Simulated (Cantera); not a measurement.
A freely propagating, adiabatic, planar premixed flame of H2 : O2 : N2 = 1 : 0.549 : 1.43 (molar parts), equivalence ratio 0.91, unburnt at 323 K and 0.310 bar; mixture-averaged transport, grid criteria slope 0.08 and curve 0.16, no radiation.

Cantera simulation using the H2/O2 subset of GRI-Mech 3.0, which has no nitrogen chemistry; the numbers are that mechanism's predictions, not measurements. Burning velocities carry a grid error of a few per cent, more on coarse grids.

Task: How do the results move with these cheaper or finer settings: unity-Lewis-number transport; multicomponent transport; multicomponent+Soret transport; grid criteria slope 0.5, curve 1; grid criteria slope 0.25, curve 0.5; grid criteria slope 0.03, curve 0.06?

Result: 
| setting | laminar burning velocity | thermal thickness | peak x(OH) | peak x(H) | grid points |
|---|---|---|---|---|---|
| as above | 320 cm/s | 1.52 mm | 0.0254 | 0.0747 | 116 |
| unity-Lewis-number transport | 215 cm/s | 1.18 mm | 0.0255 | 0.0833 | 109 |
| multicomponent transport | 313 cm/s | 1.52 mm | 0.0253 | 0.0743 | 116 |
| multicomponent+Soret transport | 293 cm/s | 1.48 mm | 0.0252 | 0.0712 | 116 |
| grid criteria slope 0.5, curve 1 | 345 cm/s | 1.84 mm | 0.0251 | 0.0764 | 35 |
| grid criteria slope 0.25, curve 0.5 | 329 cm/s | 1.65 mm | 0.0253 | 0.0753 | 55 |
| grid criteria slope 0.03, curve 0.06 | 318 cm/s | 1.50 mm | 0.0255 | 0.0745 | 274 |
Unity Lewis numbers drop preferential diffusion, which matters most where H2 and H carry the flame; Soret adds thermal diffusion.
